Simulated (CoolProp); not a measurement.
Model: reference Helmholtz-energy equation of state, Lemmon 2013, in CoolProp.

Task: For propylene, give the phase and the density (kg/m³), Joule-Thomson coefficient (K/MPa), isothermal compressibility (1/MPa), expansivity (1/kK) at 280.3 K and 1.59 MPa; 483.5 K and 0.874 MPa; 359.1 K and 0.447 MPa.

Result: 
- 280.3 K and 1.59 MPa: liquid; density 537, Joule-Thomson coefficient -0.144, isothermal compressibility 0.00440, expansivity 2.89
- 483.5 K and 0.874 MPa: gas; density 9.39, Joule-Thomson coefficient 4.58, isothermal compressibility 1.17, expansivity 2.27
- 359.1 K and 0.447 MPa: gas; density 6.54, Joule-Thomson coefficient 10.3, isothermal compressibility 2.32, expansivity 3.12
